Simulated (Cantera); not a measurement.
Feed: 1 mol SiC, 0.24 mol N2O, 1.5 mol H2, equilibrated at 3.00 mbar.

These are equilibrium values from Cantera (NASA tables, ideal gas, pure condensed phases), not measurements of a reactor. Candidate condensed phases: C, C6H6, C7H8, C8H18, H2O, Si, SiC, SiO2, Si2N2O, Si3N4; 151 gas species. Mutual solubility and eutectic melting of coexisting phases are not modelled. Rates play no part. All values below are at 1348 K.

Base state: H2 0.946, N2 0.0269, CO 0.0269, HCN 5.11e-5, H 4.11e-5, SiO 2.59e-5, CH4 1.57e-5 (mole fractions); condensed: C(graphite) + SiC(s) + Si2N2O(s).

Task: What changes in the equilibrium state with this change: pressure from 3.00 mbar to 0.290 bar?

Result: 
| species | before | after |
|---|---|---|
| H2 | 0.946 | 0.998 |
| CH4 | 1.57e-5 | 0.00168 |
| CO | 0.0269 | 0.000279 |
| N2 | 0.0269 | 0.000277 |
| SiO | 2.59e-5 | 2.69e-7 |
| HCN | 5.11e-5 | 5.33e-6 |
| H | 4.11e-5 | 4.29e-6 |
| C(graphite), mol | 0.352 | 0.476 |
| SiC(s), mol | 0.605 | 0.521 |
| Si2N2O(s), mol | 0.197 | 0.240 |
